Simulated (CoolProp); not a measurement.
The fluid at 273.34 K and 0.176 MPa is compressed adiabatically to 1.15 MPa with isentropic efficiency 1. The same conditions are run with several fluids, on thermodynamics alone (safety and materials aside).

Model: reference Helmholtz-energy equation of state of each fluid (CH2F2 (R32): Tillner-Roth 1997; fluoroethane (R161): Wu 2012; hydrogen sulfide: Lemmon 2006; carbon monoxide: Lemmon 2006; R22: Kamei 1995), in CoolProp.

```json
[
 {"fluid": "CH2F2 (R32)", "work (kJ/kg)": "[?]", "final temperature (K)": "[?]", "final density (kg/m³)": "19.5"},
 {"fluid": "fluoroethane (R161)", "work (kJ/kg)": "[?]", "final temperature (K)": "359.3", "final density (kg/m³)": "[?]"},
 {"fluid": "hydrogen sulfide", "work (kJ/kg)": "155", "final temperature (K)": "[?]", "final density (kg/m³)": "[?]"},
 {"fluid": "carbon monoxide", "work (kJ/kg)": "202", "final temperature (K)": "466.5", "final density (kg/m³)": "[?]"},
 {"fluid": "R22", "work (kJ/kg)": "53.9", "final temperature (K)": "[?]", "final density (kg/m³)": "36.0"}
]
```

Q: Complete the blanks.

A: 
- CH2F2 (R32), work (kJ/kg): 94.8
- CH2F2 (R32), final temperature (K): 389.8
- fluoroethane (R161), work (kJ/kg): 95.8
- fluoroethane (R161), final density (kg/m³): 20.6
- hydrogen sulfide, final temperature (K): 430.7
- hydrogen sulfide, final density (kg/m³): 11.2
- carbon monoxide, final density (kg/m³): 8.27
- R22, final temperature (K): 364.6
